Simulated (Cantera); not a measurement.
## Gas-phase reforming

A perfectly stirred reactor is fed with 40.5 % CH4, 56.7 % H2O, 2.72 % H2, at 3750 Torr; it is held at 2175 K, and followed from long to short residence time.

Model: GRI-Mech 3.0 (53 species, 325 reactions), integrated in Cantera.

```csv
τ (s),x CH4,x H2O,x H2,x O2,x OH
14,5.24e-5,0.0844,0.690,2.87e-9,2.99e-5
6.0,0.000120,0.0844,0.690,2.87e-9,2.99e-5
2.6,0.000265,0.0846,0.690,2.88e-9,3.00e-5
1.1,0.000575,0.0851,0.689,2.91e-9,3.01e-5
0.48,0.00114,0.0862,0.688,2.98e-9,3.05e-5
0.21,0.00211,0.0886,0.685,3.15e-9,3.14e-5
0.089,0.00370,0.0939,0.680,3.53e-9,3.34e-5
0.038,0.00607,0.104,0.671,4.32e-9,3.74e-5
0.016,0.00953,0.123,0.654,5.87e-9,4.45e-5
0.0071,0.0141,0.149,0.631,8.49e-9,5.50e-5
0.0030,0.0207,0.188,0.597,1.32e-8,7.08e-5
```
x: mole fraction; the columns are a selection and need not sum to one.
